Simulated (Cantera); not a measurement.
Input: 1 mol SiO2, 0.57 mol Cl2, 6.7 mol O2, held at 13.3 mbar.

Cantera equilibrium calculation (NASA polynomials, part measured and part estimated; ideal gas, pure solids and liquids). Candidate condensed phases: Si, SiO2; 15 gas species. The tables hold silica as quartz up to 1696 K and as liquid above; real silica turns to tridymite and cristobalite and melts near 1996 K. Kinetics and transport are ignored.

x: gas mole fraction; n: condensed amount in mol.

| T (K) | x O2 | x Cl | x Cl2 | x ClO | x O | x SiO2 | n SiO2(α-quartz) | n SiO2(β-quartz) |
|---|---|---|---|---|---|---|---|---|
| 675 | 0.922 | 7.32e-7 | 0.0784 | 1.81e-8 | <1e-12 | <1e-12 | 1.00 | 0 |
| 750 | 0.922 | 6.58e-6 | 0.0784 | 1.10e-7 | <1e-12 | <1e-12 | 1.00 | 0 |
| 825 | 0.922 | 3.98e-5 | 0.0784 | 4.85e-7 | 2.09e-12 | <1e-12 | 1.00 | 0 |
| 900 | 0.922 | … | 0.0783 | … | … | <1e-12 | 0 | 1.00 |
| 975 | 0.921 | 0.000641 | 0.0781 | 4.73e-6 | 6.00e-10 | <1e-12 | 0 | 1.00 |
| 1050 | 0.921 | 0.00191 | 0.0774 | 1.15e-5 | 5.56e-9 | <1e-12 | 0 | 1.00 |
| 1125 | 0.919 | 0.00489 | 0.0758 | 2.48e-5 | 3.83e-8 | <1e-12 | 0 | 1.00 |
| 1200 | 0.916 | 0.0110 | 0.0724 | 4.79e-5 | 2.08e-7 | <1e-12 | 0 | 1.00 |
| 1275 | 0.911 | 0.0221 | 0.0665 | 8.35e-5 | 9.23e-7 | <1e-12 | 0 | 1.00 |
| 1350 | 0.903 | 0.0394 | 0.0571 | 0.000131 | 3.47e-6 | <1e-12 | 0 | 1.00 |
| 1425 | 0.893 | 0.0627 | 0.0445 | 0.000186 | 1.14e-5 | 1.32e-11 | 0 | 1.00 |
| 1500 | 0.881 | … | … | … | … | 1.60e-10 | 0 | 1.00 |
| 1575 | 0.870 | 0.111 | 0.0184 | 0.000268 | 8.65e-5 | 1.53e-9 | 0 | 1.00 |
| 1650 | 0.863 | 0.127 | 0.00996 | 0.000280 | 0.000208 | 1.19e-8 | 0 | 1.00 |

Some entries are withheld; supply them.


- 1500, x Cl: 0.0885
- 1500, x Cl2: 0.0306
- 1500, x ClO: 0.000236
- 1500, x O: 3.30e-5
- 900, x Cl: 0.000179
- 900, x ClO: 1.67e-6
- 900, x O: 4.48e-11
